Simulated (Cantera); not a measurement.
Charge: 1 mol Si₂H₆, 0.2 mol O₃, 7 mol N₂O, at 1475 °C and 1.33 mbar.

These are equilibrium values from Cantera (NASA tables, ideal gas, pure condensed phases), not measurements of a reactor. Candidate condensed phases: H₂O, Si, SiO₂, Si₂N₂O, Si₃N₄; 35 gas species. The feed counts by its element totals alone. The tables hold silica as quartz up to 1696 K and as liquid above; real silica turns to tridymite and cristobalite and melts near 1996 K. Kinetics and transport are ignored.

Base state: N₂ 0.678, H₂O 0.288, O₂ 0.0285, OH 0.00269, H₂ 0.00153, NO 0.00118, O 0.000339, H 0.000245 (mole fractions); condensed: SiO₂(condensed).

Task: What changes in the equilibrium state with this change: temperature from 1475 °C to 1427 °C?

Result: 
| species | before | after |
|---|---|---|
| N₂ | 0.678 | 0.678 |
| H₂O | 0.288 | 0.289 |
| O₂ | 0.0285 | 0.0285 |
| OH | 0.00269 | 0.00196 |
| H₂ | 0.00153 | 0.000942 |
| H | 0.000245 | 0.000124 |
| O | 0.000339 | 0.000207 |
| SiO₂(condensed), mol | 2.00 | 2.00 |
